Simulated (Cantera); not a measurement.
An adiabatic, constant-pressure homogeneous reactor starts with 9.75 % CH4, 0.868 % C2H6, 3.22 % C3H8, 15.4 % O2, 58.1 % N2, 12.7 % H2O, at 1225 K and 3750 Torr.

Computed with Cantera and GRI-Mech 3.0 (53 species, 325 reactions). GRI-Mech 3.0 was tuned for natural gas; its chemistry of propane as a main component is partial and can be far from experiment.

Task: Predict: time of steepest temperature rise; temperature at 0.200 s; equilibrium temperature; x(CH4) at 0.200 s; x(NO) at 0.200 s.

Result: 
- time of steepest temperature rise = 1.88 ms
- temperature at 0.200 s = 1968 K
- equilibrium temperature = 1968 K
- x(CH4) at 0.200 s = 1.37e-8 (gas-phase equilibrium 1.55e-8)
- x(NO) at 0.200 s = 1.79e-6 (gas-phase equilibrium 8.20e-7)
